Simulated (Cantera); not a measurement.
A perfectly stirred reactor is fed with N₂O : O₂ : N₂ = 1 : 0.3 : 0.0014 (molar parts), at 1.18 atm; it is held at 1125 K, and followed from long to short residence time.

Detailed kinetics in Cantera: GRI-Mech 3.0 (53 species, 325 reactions). GRI-Mech 3.0 was tuned for natural gas; its chemistry of N2O as a main component is partial and can be far from experiment. The mechanism lacks the step 2 NO + O2 → 2 NO2, which can matter for NO2 below about 1400 K. The temperature is held fixed by assumption; the heat of reaction is taken as removed at once.

x: mole fraction; the columns are a selection and need not sum to one.

```tsv
τ (s)	x N₂O	x O₂	x NO₂	x NO	x O	x N₂
18	0.204	0.377	0.000316	0.0199	2.33e-7	0.399
2.8	___	___	___	___	___	___
0.43	0.707	0.246	4.74e-5	0.00329	4.64e-7	0.0440
0.068	0.758	0.233	5.94e-6	0.000584	4.84e-7	0.00850
0.011	0.767	0.231	___	___	4.86e-7	___
0.0017	0.768	0.231	1.03e-8	1.50e-5	4.85e-7	0.00126
0.00026	0.768	0.231	2.38e-10	2.23e-6	4.72e-7	0.00110
```

Task: Complete the blanks.

Result: 
- 2.8, x N₂O: 0.506
- 2.8, x O₂: 0.297
- 2.8, x NO₂: 0.000195
- 2.8, x NO: 0.0126
- 2.8, x O: 3.81e-7
- 2.8, x N₂: 0.185
- 0.011, x NO₂: 3.49e-7
- 0.011, x NO: 9.68e-5
- 0.011, x N₂: 0.00229
